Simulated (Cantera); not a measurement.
Hydrocarbon pyrolysis for carbon deposition

An isothermal, constant-pressure homogeneous reactor starts with C₃H₈ : H₂ = 1 : 32 (molar parts), at 1623 K and 0.0267 bar.

Model: GRI-Mech 3.0 (53 species, 325 reactions), integrated in Cantera. GRI-Mech 3.0 was tuned for natural gas; its chemistry of propane as a main component is partial and can be far from experiment. GRI-Mech 3.0 stops at C3 and has no aromatics, soot or wall deposition, so with more carbon than oxygen in the feed, carbon stays in small species such as C2H2 where larger ones or solid carbon would form. Radical loss at walls, strong at low pressure, is not modelled.

```json
[
 {"t (s)": "4.00e-5", "x C₃H₈": "0.0264", "x H₂": "0.965", "x H": "0.000761", "x CH₃": "0.00256", "x CH₄": "0.00162", "x C₂H": "1.31e-11"},
 {"t (s)": "0.000133", "x C₃H₈": "0.0109", "x H₂": "0.947", "x H": "0.00276", "x CH₃": "0.00612", "x CH₄": "0.0159", "x C₂H": "5.09e-9"},
 {"t (s)": "0.000443", "x C₃H₈": "2.75e-5", "x H₂": "0.935", "x H": "0.00352", "x CH₃": "0.00260", "x CH₄": "0.0324", "x C₂H": "1.21e-7"},
 {"t (s)": "0.00147", "x C₃H₈": "8.27e-9", "x H₂": "0.938", "x H": "0.00155", "x CH₃": "0.00113", "x CH₄": "0.0334", "x C₂H": "1.09e-7"},
 {"t (s)": "0.00490", "x C₃H₈": "1.95e-9", "x H₂": "0.939", "x H": "0.000787", "x CH₃": "0.000568", "x CH₄": "0.0334", "x C₂H": "7.34e-8"},
 {"t (s)": "0.0163", "x C₃H₈": "5.75e-10", "x H₂": "0.940", "x H": "0.000485", "x CH₃": "0.000346", "x CH₄": "0.0331", "x C₂H": "5.05e-8"},
 {"t (s)": "0.0543", "x C₃H₈": "2.73e-10", "x H₂": "0.940", "x H": "0.000370", "x CH₃": "0.000260", "x CH₄": "0.0325", "x C₂H": "3.96e-8"},
 {"t (s)": "0.181", "x C₃H₈": "2.08e-10", "x H₂": "0.941", "x H": "0.000353", "x CH₃": "0.000235", "x CH₄": "0.0309", "x C₂H": "3.88e-8"},
 {"t (s)": "0.601", "x C₃H₈": "1.38e-10", "x H₂": "0.944", "x H": "0.000360", "x CH₃": "0.000205", "x CH₄": "0.0265", "x C₂H": "4.25e-8"},
 {"t (s)": "2.00", "x C₃H₈": "4.62e-11", "x H₂": "0.948", "x H": "0.000378", "x CH₃": "0.000143", "x CH₄": "0.0177", "x C₂H": "5.04e-8"}
]
```
x: mole fraction; the columns are a selection and need not sum to one.

Equilibrium at this temperature and pressure: C₃H₈ <1e-12, H₂ 0.957, H 0.000417, CH₃ 1.11e-5, CH₄ 0.00126, C₂H 6.78e-8 (gas phase only).
